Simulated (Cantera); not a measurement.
A perfectly stirred reactor is fed with 1.09 % C2H6, 98.9 % H2, at 19000 Pa; it is held at 1750 K, and followed from long to short residence time.

Detailed kinetics in Cantera: GRI-Mech 3.0 (53 species, 325 reactions). GRI-Mech 3.0 stops at C3 and has no aromatics, soot or wall deposition, so with more carbon than oxygen in the feed, carbon stays in small species such as C2H2 where larger ones or solid carbon would form.

One state of this run: x C2H6 = 6.09e-5; x H2 = 0.983; x H = 0.00120; x CH2 = 3.33e-7; x C2H2 = 0.00490; x CH3 = 0.000271; x C2H4 = 0.000301. x: mole fraction; the columns are a selection and need not sum to one.

Problem. Which value of τ (s) does it belong to?
A. 0.021
B. 0.0024
C. 0.19
D. 0.0050

Solution. D, 0.0050
